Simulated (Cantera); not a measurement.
Feed: 1 mol PbO, a varied amount of CO, held at 1475 K and 2400 Pa.

Equilibrium computed with Cantera from the NASA thermochemical tables; the gas is ideal and each condensed phase is pure. Candidate condensed phases: C, Pb, PbO, PbO₂, Pb₃O₄; 15 gas species. Gases not in the tables: (PbO)n polymers. Equilibrium is a limit: real reactors are often held back by kinetics, nucleation or transport.

Task: Which condensed phases are stable at each of these points (n(CO) (mol)): 0.51, 0.78, 1.2, 1.8, 2.8, 4.2, 6.4, 9.8, 15?

Result: 
```tsv
n(CO) (mol)	condensed phases	Pb condensed (%)
0.51	PbO(l)	12.0
0.78	gas only	0.0
1.2	gas only	0.0
1.8	gas only	0.0
2.8	gas only	0.0
4.2	gas only	0.0
6.4	gas only	0.0
9.8	gas only	0.0
15	gas only	0.0
```

At 0.51 mol CO the condensed part is PbO(l). From 0.78 mol CO to 15 mol CO nothing is condensed.
